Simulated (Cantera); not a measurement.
Input (Python, Cantera) and output of one run.

```python
import numpy as np
import cantera as ct

gas_names = """
    SF4 PbS H H2S
""".split()
cond_names = """
    PbF2(a) PbF2(b) PbF2(L)
""".split()


# ... load() reads the species with a 1 bar reference pressure and builds the phases ...
species = {s.name: s for s in load("nasa_gas.yaml", gas_names) + load("nasa_condensed.yaml", cond_names)}
# Each term lists the table entries of one substance; the one whose range holds T is used.
reactions = {
    'SF4(g) + 2 PbS(g) + 6 H(g) = 2 PbF2 + 3 H2S(g)':
        [(-1, ['SF4']), (-2, ['PbS']), (-6, ['H']), (2, ['PbF2(a)', 'PbF2(b)', 'PbF2(L)']), (3, ['H2S'])],
}


def pick(names, T):
    return next(species[n] for n in names if species[n].thermo.min_temp <= T <= species[n].thermo.max_temp)


results = []
for label, terms in reactions.items():
    print(label)
    print("     T/K   dH/kJ  dS/(J/K)   dG/kJ   log10 K")
    for T in [448, 598, 748, 898, 1048, 1198, 1348, 1498, 1648, 1798, 1948]:
        used = [(nu, pick(names, T)) for nu, names in terms]
        dH = sum(nu * s.thermo.h(T) for nu, s in used) / 1e6
        dS = sum(nu * s.thermo.s(T) for nu, s in used) / 1e3
        dG = dH - T * dS / 1e3
        logK = -dG * 1e6 / (ct.gas_constant * T * np.log(10))
        results.append((label, T, dH, dS, dG, logK, [s.name for _, s in used]))
        print(f"{T:8g} {dH:8.1f} {dS:8.1f} {dG:8.1f} {logK:8.2f}")
```

Result:

```
SF4(g) + 2 PbS(g) + 6 H(g) = 2 PbF2 + 3 H2S(g)
     T/K   dH/kJ  dS/(J/K)   dG/kJ   log10 K
     448  -2227.7   -658.1  -1932.9   225.36
     598  -2227.2   -657.9  -1833.8   160.18
     748  -2215.1   -640.0  -1736.4   121.25
     898  -2208.9   -632.3  -1641.1    95.46
    1048  -2207.7   -631.0  -1546.4    77.07
    1198  -2172.8   -599.6  -1454.5    63.42
    1348  -2163.7   -592.4  -1365.1    52.90
    1498  -2154.0   -585.6  -1276.8    44.52
    1648  -2143.9   -579.1  -1189.4    37.70
    1798  -2133.3   -573.0  -1103.0    32.04
    1948  -2122.3   -567.2  -1017.5    27.28
```

Standard-state values (1 bar) from the NASA 1993 polynomials, evaluated with Cantera. Condensed species are held in their standard states even where they would react or evaporate.
